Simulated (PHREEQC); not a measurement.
Make-up at 25 °C: 91 mmol/kgw KH2PO4 and 14 mmol/kgw HF. Closed to the air; pH follows from the charge balance.

All values are PHREEQC results (ion-association model, phreeqc.dat), not measurements.

No solid was allowed to form.

Task: What pH, density does the model give?

Result: pH 3.15; density 1.006 g/cm³.

Task: In which forms is P present?

Result: H2PO4- 92 %, H3PO4 7.6 % of the P.

Complexes and solids missing from the database can't appear.
